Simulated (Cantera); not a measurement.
## Ignition delay

Mixture: CH4 : H2 : O2 : N2 = 1 : 1.1 : 3.27 : 12.3 (molar parts), equivalence ratio 0.78, at 0.870 bar, adiabatic and at constant volume. Ignition delay is the time to a rise of 400 K.

Detailed kinetics in Cantera: GRI-Mech 3.0 (53 species, 325 reactions). Below about 1000 K GRI-Mech 3.0 lacks low-temperature oxidation paths. Below about 950 K walls govern HO2 and H2O2 in real vessels.

| T0 (K) | delay (ms) |
|---|---|
| 875 | 780 |
| 975 | 8.48 |
| 1075 | 2.16 |
| 1175 | 0.838 |
| 1275 | 0.384 |
| 1375 | 0.201 |

```json
{
 "apparent activation energy between 1175 and 1375 K": "96 kJ/mol"
}
```
